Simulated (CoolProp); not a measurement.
Sulfur hexafluoride along the isotherm 6.05 °C: density (kg/m³) from the reference equation and from simpler models built on Tc = 45.6 °C, pc = 3.755 MPa, ω = 0.210; each cubic takes its own stable root.

Computed with CoolProp (reference Helmholtz-energy equation of state, Guder 2009).

```json
[
 {"p (MPa)": "0.704", "phase": "gas", "reference": "49.55"},
 {"p (MPa)": "1.41", "phase": "gas", "reference": "117.6"},
 {"p (MPa)": "2.11", "phase": "liquid", "reference": "1525"},
 {"p (MPa)": "2.82", "phase": "liquid", "reference": "1537"},
 {"p (MPa)": "3.52", "phase": "liquid", "reference": "1549"},
 {"p (MPa)": "4.22", "phase": "liquid", "reference": "1559"},
 {"p (MPa)": "4.93", "phase": "liquid", "reference": "1569"},
 {"p (MPa)": "5.63", "phase": "liquid", "reference": "1578"}
]
```

Q: How far does each simpler model (van der Waals, Redlich-Kwong, Soave-Redlich-Kwong, Peng-Robinson) lie from the reference over these 8 states: mean and median of the absolute difference, and the worst?

A: 
- van der Waals: mean 33.4 %, median 33.3 %, worst -87.2 % at 6.05 °C and 2.11 MPa
- Redlich-Kwong: mean 8.6 %, median 10.0 %, worst -13.0 % at 6.05 °C and 2.11 MPa
- Soave-Redlich-Kwong: mean 5.9 %, median 7.1 %, worst -9.1 % at 6.05 °C and 2.11 MPa
- Peng-Robinson: mean 3.5 %, median 3.9 %, worst +5.5 % at 6.05 °C and 5.63 MPa

At some of these states van der Waals gives the other phase, because its saturation line lies elsewhere.
